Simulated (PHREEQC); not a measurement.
Make-up at 25 °C: 0.054 mol/kgw ZnSO4, 0.00056 mol/kgw H3BO3 and 0.026 mol/kgw FeSO4. Closed to the air; pH follows from the charge balance.

Equilibrium calculation in PHREEQC: ion-association model, phreeqc.dat.

No solid was allowed to form.

Question: Order these S species by the share of S that they hold, largest first: ZnSO4, SO4-2, FeSO4, Zn(SO4)2-2.

Answer: SO4-2 (45 %), ZnSO4 (26 %), Zn(SO4)2-2 (16 %), FeSO4 (13 %)

Question: Order these Zn species by the share of Zn that they hold, largest first: Zn+2, ZnSO4, Zn(SO4)2-2.

Answer: Zn+2 (49 %), ZnSO4 (39 %), Zn(SO4)2-2 (12 %)

The pH is 5.63 and the ionic strength 0.169 mol/kgw. Species that the database lacks are ignored.
